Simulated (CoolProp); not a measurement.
Properties of C3F8 (R218) along the isotherm 440 K (Tc = 345.0 K, pc = 2640 kPa, ω = 0.317).

Computed with CoolProp (reference Helmholtz-energy equation of state, Lemmon 2006). It is a short technical equation, of lower accuracy than the large ones.

```json
[
 {"p (kPa)": "63.2", "phase": "gas", "isothermal compressibility (1/MPa)": "15.87", "expansivity (1/kK)": "2.302"},
 {"p (kPa)": "112", "phase": "gas", "isothermal compressibility (1/MPa)": "8.980", "expansivity (1/kK)": "2.324"},
 {"p (kPa)": "200", "phase": "gas", "isothermal compressibility (1/MPa)": "5.051", "expansivity (1/kK)": "2.366"},
 {"p (kPa)": "356", "phase": "gas", "isothermal compressibility (1/MPa)": "2.861", "expansivity (1/kK)": "2.443"},
 {"p (kPa)": "632", "phase": "gas", "isothermal compressibility (1/MPa)": "(withheld)", "expansivity (1/kK)": "(withheld)"},
 {"p (kPa)": "1120", "phase": "gas", "isothermal compressibility (1/MPa)": "(withheld)", "expansivity (1/kK)": "(withheld)"},
 {"p (kPa)": "2000", "phase": "gas", "isothermal compressibility (1/MPa)": "0.5606", "expansivity (1/kK)": "3.486"},
 {"p (kPa)": "3560", "phase": "supercritical", "isothermal compressibility (1/MPa)": "(withheld)", "expansivity (1/kK)": "(withheld)"},
 {"p (kPa)": "6320", "phase": "supercritical", "isothermal compressibility (1/MPa)": "0.1896", "expansivity (1/kK)": "(withheld)"},
 {"p (kPa)": "11200", "phase": "supercritical", "isothermal compressibility (1/MPa)": "0.05705", "expansivity (1/kK)": "(withheld)"},
 {"p (kPa)": "20000", "phase": "supercritical", "isothermal compressibility (1/MPa)": "0.01688", "expansivity (1/kK)": "2.987"}
]
```

Complete the blanks.


- 632, isothermal compressibility (1/MPa): 1.636
- 632, expansivity (1/kK): 2.587
- 1120, isothermal compressibility (1/MPa): 0.9490
- 1120, expansivity (1/kK): 2.870
- 3560, isothermal compressibility (1/MPa): 0.3447
- 3560, expansivity (1/kK): 4.916
- 6320, expansivity (1/kK): 7.142
- 11200, expansivity (1/kK): 5.376
